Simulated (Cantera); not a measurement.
A perfectly stirred reactor is fed with CH4 : N2 = 1 : 33 (molar parts), at 158 Torr; it is held at 1725 K, and followed from long to short residence time.

Computed with Cantera and GRI-Mech 3.0 (53 species, 325 reactions). GRI-Mech 3.0 stops at C3 and has no aromatics, soot or wall deposition, so with more carbon than oxygen in the feed, carbon stays in small species such as C2H2 where larger ones or solid carbon would form.

| quantity | before | after |
|---|---|---|
| x(CH4) at τ = 0.350 s | 0.00527 | 0.0294 |
| x(C2H) at τ = 0.350 s | 1.20e-7 | <1e-12 |
| x(H2) at τ = 0.350 s | 0.0349 | 9.32e-6 |
| x(C2H6) at τ = 0.350 s | 2.51e-6 | 4.01e-6 |
| x(CH2) at τ = 0.350 s | 2.68e-7 | 1.05e-11 |
| x(CH4) at τ = 14.0 ms | 0.0205 | 0.0294 |
| x(C2H) at τ = 14.0 ms | 3.32e-8 | <1e-12 |
| x(H2) at τ = 14.0 ms | 0.0117 | 2.36e-7 |
| x(C2H6) at τ = 14.0 ms | 2.64e-5 | 9.66e-9 |
| x(CH2) at τ = 14.0 ms | 5.52e-7 | <1e-12 |

Problem. What was changed between the two runs?
A. temperature 1725 to 1300 K
B. temperature 1725 to 1798 K
C. temperature 1725 to 1425 K
D. temperature 1725 to 1398 K

Solution. A, temperature 1725 to 1300 K
